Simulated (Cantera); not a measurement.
Cantera run:

```python
import numpy as np
import cantera as ct

gas_names = [...]  # 114 gases of nasa_gas.yaml made of C, Fe, H, O
cond_names = """
    C(gr) C6H6(L) C7H8(L) C8H18(L),n-octa Fe(a) Fe(c) Fe(d) Fe(L) FeC5O5(L) FeO(s) FeO(L) Fe(OH)2(s)
    Fe(OH)3(s) Fe2O3(s) Fe3O4(s) H2O(s) H2O(L)
""".split()


# ... load() reads the species with a 1 bar reference pressure and builds the phases ...
atoms = {
    'Fe3O4': {'Fe': 3, 'O': 4},
    'C': {'C': 1},
    'H2': {'H': 2},
}
top_T = {'C(gr)': 4500, 'Fe2O3(s)': 1830, 'Fe3O4(s)': 1870}  # K; cautious upper limits of use, not melting points


# ... equilibrate(T, P, feed) seeds the gas with the atoms and calls Mixture.equilibrate('TP', solver="vcs", rtol=1e-11, max_steps=5000) ...
results = []
feed = {'Fe3O4': 1, 'C': 0.32, 'H2': 0.13}  # mol
T = 1350  # K
P = 690  # Pa
mix = equilibrate(T, P, feed)
results.append((T, P, feed, dict(zip(mix.species_names, mix.species_moles))))
x = sorted(zip(gas.X, gas.species_names), reverse=True)
print(f"T = {T:g} K  P = {P:g} Pa  gas = {mix.phase_moles(0):.4g} mol")
print("   x: " + "  ".join(f"{s} {v:.3e}" for v, s in x if v > 0.001))
print("   condensed (mol): " + ("  ".join(f"{mix.phase(i).name} {mix.phase_moles(i):.4g}"
      for i in range(1, mix.n_phases) if mix.phase_moles(i) > 1e-12) or "none"))
```

It prints:

```
T = 1350 K  P = 690 Pa  gas = 0.45 mol
   x: CO2 6.757e-01  H2O 2.814e-01  CO 3.546e-02  H2 7.514e-03
   condensed (mol): FeO(s) 2.252  Fe3O4(s) 0.2493
```

Method: chemical equilibrium by Gibbs-energy minimisation in Cantera with the NASA 1993 tables (ideal gas, pure condensed phases). Mutual solubility and eutectic melting of coexisting phases are not modelled. The tables' stoichiometric FeO is somewhat more stable than real wüstite, so its field is too wide. FeO: taken at fixed stoichiometry.
